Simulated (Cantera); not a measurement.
Input (Python, Cantera) and output of one run.

```python
import numpy as np
import cantera as ct

gas_names = """
    B BH BH2 BH3 BN BO BO2 B2 B2O B2O2 B2O3 B3O3H3 H HBO HBO2 HNO HNO2 HNO3 HO2 H2 H2O H2O2 H3B3O6 N NH
    NH2 NH3 NH2OH NO NO2 NO3 N2 N2H2 N2H4 N2O O OH O2 O3
""".split()
cond_names = """
    B(b) B(L) BN(s) B2O3(L) B3O3H3(cr) H2O(s) H2O(L)
""".split()


def load(file, names, dense=False):
    # The tables refer to 1 bar. Condensed volumes are neglected.
    table = {s.name: s for s in ct.Species.list_from_file(file)}
    out = []
    for n in names:
        d = dict(table[n].input_data)
        d["thermo"] = dict(d["thermo"], **{"reference-pressure": 1e5})
        if dense:
            d["equation-of-state"] = {"model": "constant-volume", "density": "1e6 g/cm^3"}
        out.append(ct.Species.from_dict(d))
    return out


gas = ct.Solution(thermo="ideal-gas", species=load("nasa_gas.yaml", gas_names))
cond = {s.name: ct.Solution(thermo="fixed-stoichiometry", species=[s], name=s.name)
        for s in load("nasa_condensed.yaml", cond_names, dense=True)}
atoms = {
    'B2O3': {'B': 2, 'O': 3},
    'NH3': {'N': 1, 'H': 3},
    'H2': {'H': 2},
}
top_T = {'BN(s)': 3200}  # K; cautious upper limits of use, not melting points


def equilibrate(T, P, feed):
    n = {}
    for name, mol in feed.items():
        for a, k in atoms[name].items():
            n[a] = n.get(a, 0.0) + k * mol
    gas.TPX = T, P, n
    mass = sum(n.values()) * gas.mean_molecular_weight
    gas.equilibrate("TP")
    valid = [c for c in cond.values() if c.min_temp <= T <= top_T.get(c.name, c.max_temp)]
    mix = ct.Mixture([(gas, mass / gas.mean_molecular_weight)] + [(c, 0.0) for c in valid])
    mix.T, mix.P = T, P
    mix.equilibrate("TP", solver="vcs", rtol=1e-11, max_steps=5000)
    return mix


results = []
feed = {'B2O3': 1, 'NH3': 1.4, 'H2': 7.5}  # mol
P = 43  # Pa
for T in [1473, 1523, 1573, 1623, 1673, 1723, 1773, 1823]:
    mix = equilibrate(T, P, feed)
    results.append((T, P, feed, dict(zip(mix.species_names, mix.species_moles))))
    x = sorted(zip(gas.X, gas.species_names), reverse=True)
    print(f"T = {T:g} K  P = {P:g} Pa  gas = {mix.phase_moles(0):.4g} mol")
    print("   x: " + "  ".join(f"{s} {v:.3e}" for v, s in x if v > 1e-05))
    print("   condensed (mol): " + ("  ".join(f"{mix.phase(i).name} {mix.phase_moles(i):.4g}"
          for i in range(1, mix.n_phases) if mix.phase_moles(i) > 1e-12) or "none"))
```

It prints:

```
T = 1473 K  P = 43 Pa  gas = 10.84 mol
   x: H2 8.661e-01  N2 6.455e-02  B2O3 2.873e-02  HBO2 2.053e-02  HBO 1.631e-02  B2O2 2.465e-03  H 5.678e-04  H2O 5.017e-04  BO 2.901e-04
   condensed (mol): B2O3(L) 0.4604
T = 1523 K  P = 43 Pa  gas = 11.31 mol
   x: H2 8.202e-01  N2 6.189e-02  B2O3 5.601e-02  HBO2 3.170e-02  HBO 2.319e-02  B2O2 4.597e-03  H 1.009e-03  BO 7.201e-04  H2O 7.043e-04
   condensed (mol): none
T = 1573 K  P = 43 Pa  gas = 11.32 mol
   x: H2 8.173e-01  N2 6.185e-02  B2O3 5.395e-02  HBO2 3.348e-02  HBO 2.479e-02  B2O2 4.641e-03  H 1.773e-03  BO 1.265e-03  H2O 9.279e-04
   condensed (mol): none
T = 1623 K  P = 43 Pa  gas = 11.33 mol
   x: H2 8.139e-01  N2 6.179e-02  B2O3 5.184e-02  HBO2 3.522e-02  HBO 2.623e-02  B2O2 4.635e-03  H 3.007e-03  BO 2.135e-03  H2O 1.207e-03
   condensed (mol): none
T = 1673 K  P = 43 Pa  gas = 11.35 mol
   x: H2 8.098e-01  N2 6.169e-02  B2O3 4.962e-02  HBO2 3.693e-02  HBO 2.746e-02  H 4.942e-03  B2O2 4.566e-03  BO 3.465e-03  H2O 1.555e-03  BO2 1.324e-05
   condensed (mol): none
T = 1723 K  P = 43 Pa  gas = 11.38 mol
   x: H2 8.045e-01  N2 6.153e-02  B2O3 4.726e-02  HBO2 3.863e-02  HBO 2.838e-02  H 7.888e-03  BO 5.416e-03  B2O2 4.421e-03  H2O 1.990e-03  BO2 2.530e-05
   condensed (mol): none
T = 1773 K  P = 43 Pa  gas = 11.42 mol
   x: H2 7.976e-01  N2 6.131e-02  B2O3 4.469e-02  HBO2 4.031e-02  HBO 2.890e-02  H 1.225e-02  BO 8.155e-03  B2O2 4.190e-03  H2O 2.539e-03  BO2 4.666e-05
   condensed (mol): none
T = 1823 K  P = 43 Pa  gas = 11.47 mol
   x: H2 7.886e-01  N2 6.100e-02  HBO2 4.196e-02  B2O3 4.186e-02  HBO 2.895e-02  H 1.855e-02  BO 1.183e-02  B2O2 3.872e-03  H2O 3.235e-03  BO2 8.337e-05
   condensed (mol): none
```

Equilibrium computed with Cantera from the NASA thermochemical tables; the gas is ideal and each condensed phase is pure.
